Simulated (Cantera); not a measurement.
A closed system holds: 1 mol AlCl3, 43 mol N2O, 620 mol H2, at 1723 K and 1.33 mbar.

Cantera equilibrium calculation (NASA polynomials, part measured and part estimated; ideal gas, pure solids and liquids). Candidate condensed phases: Al, AlCl3, AlN, Al2O3, H2O, NH4Cl; 45 gas species. The numbers say what is thermodynamically allowed, not how fast it happens.

Base state: H2 0.864, N2 0.0646, H2O 0.0623, H 0.00464, HCl 0.00449, Cl 1.87e-5, OH 1.83e-5 (mole fractions); condensed: Al2O3(s).

Q: What changes in the equilibrium state with this change: pressure from 1.33 mbar to 0.460 bar?

A: 
```csv
species,before,after
H2,0.864,0.868
N2,0.0646,0.0647
H2O,0.0623,0.0624
H,0.00464,0.000251
OH,1.83e-5,9.88e-7
Cl,1.87e-5,1.01e-6
HCl,0.00449,0.00451
"Al2O3(s), mol",0.500,0.500
```
Gases not in the tables: Al(OH)3.

Q: What changes in the equilibrium state with this change: temperature from 1723 K to 1400 K?

A: 
```
species         before     after
-------------  -------  --------
H2               0.864     0.868
N2              0.0646    0.0647
H2O             0.0623    0.0624
H              0.00464  0.000124
OH             1.83e-5   1.77e-7
Cl             1.87e-5   5.31e-7
HCl            0.00449   0.00451
Al2O3(s), mol    0.500     0.500
```
